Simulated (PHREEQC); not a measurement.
A solution holds 17 mmol/kgw HF, 11.5 mmol/kgw H2SiF6 and 51 mmol/kgw H2SO4, at 86 °C. It is in equilibrium with CO2 at log p = -3.5 (atm). Otherwise closed; pH follows from the charge balance.

Model: ion-association model, wateq4f.dat, run in PHREEQC.

Task: The ionic strength comes out as 0.0826 mol/kgw. What activity coefficients do F-, HF2-, H+, HSO4-, SiF6-2 get?

Result: F- 0.75, HF2- 0.75, H+ 0.81, HSO4- 0.77, SiF6-2 0.36.

Precipitation was switched off in this run. Saturation is exceeded, for instance for Quartz (slow to form), Chalcedony (slow to form); the values hold only as long as no solid forms. Constants without temperature data keep their 25 °C values here. SiF6-2 is the database's only silicon fluoride.
